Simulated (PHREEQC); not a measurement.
Dissolve 0.042 mol Na3PO4 per kg of water at 45 °C. Closed to the air; pH follows from the charge balance.

Model: ion-association model, phreeqc.dat, run in PHREEQC.

No solid was allowed to form.

Question: Order these P species by the share of P that they hold, largest first: HPO4-2, PO4-3, NaHPO4-.

Answer: PO4-3 (56 %), HPO4-2 (41 %), NaHPO4- (2.8 %)

The pH is 11.51 and the ionic strength 0.212 mol/kgw. Complexes and solids missing from the database can't appear. Constants without temperature data keep their 25 °C values here.
